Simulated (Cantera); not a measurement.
## Thermodynamics of halide evaporation, hydrolysis and transport, feed NaCl + HF + H2

Charge: 1 mol NaCl, 0.97 mol HF, 2.9 mol H2, equilibrated at 0.840 Pa.

Method: chemical equilibrium by Gibbs-energy minimisation in Cantera with the NASA 1993 tables (ideal gas, pure condensed phases). Candidate condensed phases: Na, NaCl, NaF; 23 gas species. Rates play no part.

```json
[
 {"T (K)": "1625", "log p H2": "-5.35", "log p H": "-6.83", "log p HF": "-5.80", "log p NaCl": "-5.94", "log p Na": "-6.31", "log p Cl": "-7.88", "log p HCl": "-6.30", "log p NaF": "-7.69"},
 {"T (K)": "1675", "log p H2": "-5.36", "log p H": "-6.62", "log p HF": "-5.80", "log p NaCl": "-5.99", "log p Na": "-6.23", "log p Cl": "-7.60", "log p HCl": "-6.24", "log p NaF": "-7.74"},
 {"T (K)": "1725", "log p H2": "-5.38", "log p H": "-6.42", "log p HF": "-5.81", "log p NaCl": "-6.04", "log p Na": "-6.17", "log p Cl": "-7.34", "log p HCl": "-6.19", "log p NaF": "-7.78"},
 {"T (K)": "1775", "log p H2": "-5.40", "log p H": "-6.24", "log p HF": "-5.82", "log p NaCl": "-6.10", "log p Na": "-6.11", "log p Cl": "-7.10", "log p HCl": "-6.15", "log p NaF": "-7.83"},
 {"T (K)": "1825", "log p H2": "-5.44", "log p H": "-6.07", "log p HF": "-5.83", "log p NaCl": "-6.18", "log p Na": "-6.07", "log p Cl": "-6.89", "log p HCl": "-6.13", "log p NaF": "-7.88"},
 {"T (K)": "1875", "log p H2": "-5.48", "log p H": "-5.92", "log p HF": "-5.85", "log p NaCl": "-6.27", "log p Na": "-6.03", "log p Cl": "-6.69", "log p HCl": "-6.13", "log p NaF": "-7.93"},
 {"T (K)": "1925", "log p H2": "-5.53", "log p H": "-5.78", "log p HF": "-5.86", "log p NaCl": "-6.38", "log p Na": "-6.00", "log p Cl": "-6.53", "log p HCl": "-6.15", "log p NaF": "-7.98"},
 {"T (K)": "1975", "log p H2": "-5.60", "log p H": "-5.66", "log p HF": "-5.89", "log p NaCl": "-6.51", "log p Na": "-5.99", "log p Cl": "-6.39", "log p HCl": "-6.20", "log p NaF": "-8.04"},
 {"T (K)": "2025", "log p H2": "-5.69", "log p H": "-5.56", "log p HF": "-5.91", "log p NaCl": "-6.66", "log p Na": "-5.98", "log p Cl": "-6.28", "log p HCl": "-6.27", "log p NaF": "-8.09"},
 {"T (K)": "2075", "log p H2": "-5.80", "log p H": "-5.47", "log p HF": "-5.94", "log p NaCl": "-6.84", "log p Na": "-5.98", "log p Cl": "-6.19", "log p HCl": "-6.38", "log p NaF": "-8.14"},
 {"T (K)": "2125", "log p H2": "-5.93", "log p H": "-5.40", "log p HF": "-5.96", "log p NaCl": "-7.03", "log p Na": "-5.98", "log p Cl": "-6.13", "log p HCl": "-6.52", "log p NaF": "-8.18"},
 {"T (K)": "2175", "log p H2": "-6.08", "log p H": "-5.35", "log p HF": "-5.98", "log p NaCl": "-7.24", "log p Na": "-5.99", "log p Cl": "-6.09", "log p HCl": "-6.68", "log p NaF": "-8.20"}
]
```
log p: log10 of the partial pressure in bar; nothing condenses.

From 1625 K to 2175 K nothing is condensed. The main Na-bearing gas is NaCl at 1625 K and Na at 2175 K.
